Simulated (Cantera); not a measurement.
What does this Cantera script print?

```python
import numpy as np
import cantera as ct

gas_names = """
    H HO2 H2 H2O H2O2 Hg O OH O2 O3
""".split()
cond_names = """
    H2O(s) H2O(L) Hg(cr) Hg(L) HgO(s)
""".split()


def load(file, names, dense=False):
    # The tables refer to 1 bar. Condensed volumes are neglected.
    table = {s.name: s for s in ct.Species.list_from_file(file)}
    out = []
    for n in names:
        d = dict(table[n].input_data)
        d["thermo"] = dict(d["thermo"], **{"reference-pressure": 1e5})
        if dense:
            d["equation-of-state"] = {"model": "constant-volume", "density": "1e6 g/cm^3"}
        out.append(ct.Species.from_dict(d))
    return out


gas = ct.Solution(thermo="ideal-gas", species=load("nasa_gas.yaml", gas_names))
cond = {s.name: ct.Solution(thermo="fixed-stoichiometry", species=[s], name=s.name)
        for s in load("nasa_condensed.yaml", cond_names, dense=True)}
atoms = {
    'HgO': {'Hg': 1, 'O': 1},
    'H2': {'H': 2},
}
top_T = {}  # K; cautious upper limits of use, not melting points


def equilibrate(T, P, feed):
    n = {}
    for name, mol in feed.items():
        for a, k in atoms[name].items():
            n[a] = n.get(a, 0.0) + k * mol
    gas.TPX = T, P, n
    mass = sum(n.values()) * gas.mean_molecular_weight
    gas.equilibrate("TP")
    valid = [c for c in cond.values() if c.min_temp <= T <= top_T.get(c.name, c.max_temp)]
    mix = ct.Mixture([(gas, mass / gas.mean_molecular_weight)] + [(c, 0.0) for c in valid])
    mix.T, mix.P = T, P
    mix.equilibrate("TP", solver="vcs", rtol=1e-11, max_steps=5000)
    return mix


results = []
P = 101325  # Pa
for T in [498, 598, 698, 798, 898, 998, 1098, 1198, 1298, 1398, 1498, 1598]:
    for m in [0.57, 0.84, 1.1, 1.4, 1.7, 1.9, 2.2, 2.5, 2.8, 3, 3.3]:
        feed = {'HgO': 1, 'H2': m}  # mol
        mix = equilibrate(T, P, feed)
        results.append((T, P, feed, dict(zip(mix.species_names, mix.species_moles))))

for T, P, feed, n in results:
    print(f"{T:7g} {feed['H2']:10.4g}  " + (" + ".join(c for c in cond_names if n.get(c, 0) > 1e-12) or "gas only"))
```

Result:

```
    498       0.57  Hg(L) + HgO(s)
    498       0.84  Hg(L) + HgO(s)
    498        1.1  Hg(L)
    498        1.4  Hg(L)
    498        1.7  Hg(L)
    498        1.9  Hg(L)
    498        2.2  Hg(L)
    498        2.5  Hg(L)
    498        2.8  Hg(L)
    498          3  Hg(L)
    498        3.3  Hg(L)
    598       0.57  HgO(s)
    598       0.84  HgO(s)
    598        1.1  gas only
    598        1.4  gas only
    598        1.7  gas only
    598        1.9  gas only
    598        2.2  gas only
    598        2.5  gas only
    598        2.8  gas only
    598          3  gas only
    598        3.3  gas only
    698       0.57  HgO(s)
    698       0.84  gas only
    698        1.1  gas only
    698        1.4  gas only
    698        1.7  gas only
    698        1.9  gas only
    698        2.2  gas only
    698        2.5  gas only
    698        2.8  gas only
    698          3  gas only
    698        3.3  gas only
    798       0.57  gas only
    798       0.84  gas only
    798        1.1  gas only
    798        1.4  gas only
    798        1.7  gas only
    798        1.9  gas only
    798        2.2  gas only
    798        2.5  gas only
    798        2.8  gas only
    798          3  gas only
    798        3.3  gas only
    898       0.57  gas only
    898       0.84  gas only
    898        1.1  gas only
    898        1.4  gas only
    898        1.7  gas only
    898        1.9  gas only
    898        2.2  gas only
    898        2.5  gas only
    898        2.8  gas only
    898          3  gas only
    898        3.3  gas only
    998       0.57  gas only
    998       0.84  gas only
    998        1.1  gas only
    998        1.4  gas only
    998        1.7  gas only
    998        1.9  gas only
    998        2.2  gas only
    998        2.5  gas only
    998        2.8  gas only
    998          3  gas only
    998        3.3  gas only
   1098       0.57  gas only
   1098       0.84  gas only
   1098        1.1  gas only
   1098        1.4  gas only
   1098        1.7  gas only
   1098        1.9  gas only
   1098        2.2  gas only
   1098        2.5  gas only
   1098        2.8  gas only
   1098          3  gas only
   1098        3.3  gas only
   1198       0.57  gas only
   1198       0.84  gas only
   1198        1.1  gas only
   1198        1.4  gas only
   1198        1.7  gas only
   1198        1.9  gas only
   1198        2.2  gas only
   1198        2.5  gas only
   1198        2.8  gas only
   1198          3  gas only
   1198        3.3  gas only
   1298       0.57  gas only
   1298       0.84  gas only
   1298        1.1  gas only
   1298        1.4  gas only
   1298        1.7  gas only
   1298        1.9  gas only
   1298        2.2  gas only
   1298        2.5  gas only
   1298        2.8  gas only
   1298          3  gas only
   1298        3.3  gas only
   1398       0.57  gas only
   1398       0.84  gas only
   1398        1.1  gas only
   1398        1.4  gas only
   1398        1.7  gas only
   1398        1.9  gas only
   1398        2.2  gas only
   1398        2.5  gas only
   1398        2.8  gas only
   1398          3  gas only
   1398        3.3  gas only
   1498       0.57  gas only
   1498       0.84  gas only
   1498        1.1  gas only
   1498        1.4  gas only
   1498        1.7  gas only
   1498        1.9  gas only
   1498        2.2  gas only
   1498        2.5  gas only
   1498        2.8  gas only
   1498          3  gas only
   1498        3.3  gas only
   1598       0.57  gas only
   1598       0.84  gas only
   1598        1.1  gas only
   1598        1.4  gas only
   1598        1.7  gas only
   1598        1.9  gas only
   1598        2.2  gas only
   1598        2.5  gas only
   1598        2.8  gas only
   1598          3  gas only
   1598        3.3  gas only
```

Equilibrium computed with Cantera from the NASA thermochemical tables; the gas is ideal and each condensed phase is pure.
